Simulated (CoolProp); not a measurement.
The numbers come from the reference Helmholtz-energy equation of state, Lemmon 2006 in CoolProp. It is a short technical equation, of lower accuracy than the large ones.

Question: For n-decane, give the phase and the cp (kJ/(kg K)), speed of sound (m/s), conductivity (mW/(m K)) at 312.05 °C and 0.0226 MPa.

Answer: 
- 312.05 °C and 0.0226 MPa: gas; cp 2.81, speed of sound 186, conductivity 36.9

Thermal conductivity comes from a separate model (Huber 2005).
